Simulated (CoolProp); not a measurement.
A single-stage vapour-compression cycle with n-butane: evaporating at 324.15 K (dew point), condensing at 390.15 K (bubble point), superheat 0 K, subcooling 5 K, compressor efficiency 0.8, no pressure losses. Each further row changes one setting.

Computed with CoolProp (reference Helmholtz-energy equation of state, Bücker 2006).

```json
[
 {"case": "as stated", "cooling COP": "2.34", "pressure ratio": "4.12", "discharge temperature (K)": "390.2", "refrigerating effect (kJ/kg)": "157", "volumetric capacity (kJ/m³)": "1980"},
 {"case": "evaporating temperature 329.15 K", "cooling COP": "2.69", "pressure ratio": "3.63", "discharge temperature (K)": "390.2", "refrigerating effect (kJ/kg)": "164", "volumetric capacity (kJ/m³)": "2340"},
 {"case": "condensing temperature 385.15 K", "cooling COP": "2.73", "pressure ratio": "3.76", "discharge temperature (K)": "385.2", "refrigerating effect (kJ/kg)": "173", "volumetric capacity (kJ/m³)": "2180"},
 {"case": "subcooling 10 K", "cooling COP": "2.59", "pressure ratio": "4.12", "discharge temperature (K)": "390.2", "refrigerating effect (kJ/kg)": "174", "volumetric capacity (kJ/m³)": "2180"},
 {"case": "superheat 10 K", "cooling COP": "2.47", "pressure ratio": "4.12", "discharge temperature (K)": "393.9", "refrigerating effect (kJ/kg)": "177", "volumetric capacity (kJ/m³)": "2130"},
 {"case": "compressor efficiency 0.7", "cooling COP": "2.05", "pressure ratio": "4.12", "discharge temperature (K)": "390.2", "refrigerating effect (kJ/kg)": "157", "volumetric capacity (kJ/m³)": "1980"}
]
```

The compression ends wet for: as stated; evaporating temperature 329.15 K; condensing temperature 385.15 K; subcooling 10 K; compressor efficiency 0.7.
